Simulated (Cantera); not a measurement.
What does this Cantera script print?

```python
import numpy as np
import cantera as ct

gas = ct.Solution("gri30.yaml")
gas.TPX = 1450, 150, {'H2': 0.0054, 'O2': 1, 'N2': 1.4}
reactor = ct.IdealGasConstPressureReactor(gas, energy="off", clone=False)
net = ct.ReactorNet([reactor])
net.rtol, net.atol = 1e-08, 1e-18
show = ['H2', 'O2', 'HO2', 'H2O', 'OH', 'H']
times = np.geomspace(2e-05, 200, 11)

steps = ct.SolutionArray(gas, extra=["t"])
rows = []
print(f"{'t/s':>10s}{'T/K':>9s}{'P/Pa':>11s}" + "".join(f"{s:>11s}" for s in show))
for t in times:
    while net.time < t:
        t_next = net.step()
        steps.append(gas.state, t=t_next)
    rows.append([np.interp(t, steps.t, y) for y in (steps.T, steps.P, *steps(*show).X.T)])
    print(f"{t:10.3e}{rows[-1][0]:9.1f}{rows[-1][1]:11.4g}" + "".join(f"{x:11.3e}" for x in rows[-1][2:]))
rate = np.gradient(steps.T, steps.t)
print("integrator steps:", len(steps.t))
if steps.T.max() > steps.T[0] + 200:
    print(f"time of steepest temperature rise: {steps.t[rate.argmax()]:.4e} s")
gas.TPX = 1450, 150, {'H2': 0.0054, 'O2': 1, 'N2': 1.4}
gas.equilibrate("TP")
print(f"equilibrium (TP): T = {gas.T:.1f} K  " + "  ".join(f"{s} {gas[s].X[0]:.3e}" for s in show))
```

Output:

```
       t/s      T/K       P/Pa         H2         O2        HO2        H2O         OH          H
 2.000e-05   1450.0        150  2.245e-03  4.157e-01  9.578e-11  1.978e-15  2.661e-12  9.312e-11
 1.002e-04   1450.0        150  2.245e-03  4.157e-01  4.800e-10  2.307e-13  6.162e-11  4.186e-10
 5.024e-04   1450.0        150  2.245e-03  4.157e-01  2.405e-09  2.243e-11  1.112e-09  1.313e-09
 2.518e-03   1450.0        150  2.245e-03  4.157e-01  1.203e-08  1.286e-09  1.090e-08  2.202e-09
 1.262e-02   1450.0        150  2.245e-03  4.157e-01  5.961e-08  5.513e-08  1.001e-07  7.023e-09
 6.325e-02   1450.0        150  2.220e-03  4.157e-01  2.587e-07  1.729e-05  1.467e-05  8.005e-07
 3.170e-01   1450.0        150  4.785e-06  4.135e-01  1.004e-08  2.056e-03  3.354e-04  3.228e-05
 1.589e+00   1450.0        150  4.712e-06  4.135e-01  9.998e-09  2.057e-03  3.339e-04  3.190e-05
 7.962e+00   1450.0        150  4.554e-06  4.136e-01  9.835e-09  2.061e-03  3.283e-04  3.025e-05
 3.991e+01   1450.0        150  3.867e-06  4.138e-01  9.101e-09  2.079e-03  3.026e-04  2.348e-05
 2.000e+02   1450.0        150  1.987e-06  4.144e-01  6.769e-09  2.132e-03  2.171e-04  8.437e-06
integrator steps: 737
equilibrium (TP): T = 1450.0 K  H2 8.510e-08  O2 4.145e-01  HO2 6.558e-09  H2O 2.225e-03  OH 4.494e-05  H 7.172e-08
```

Cantera simulation using GRI-Mech 3.0 (53 species, 325 reactions); the numbers are that mechanism's predictions, not measurements. Radical loss at walls, strong at low pressure, is not modelled.
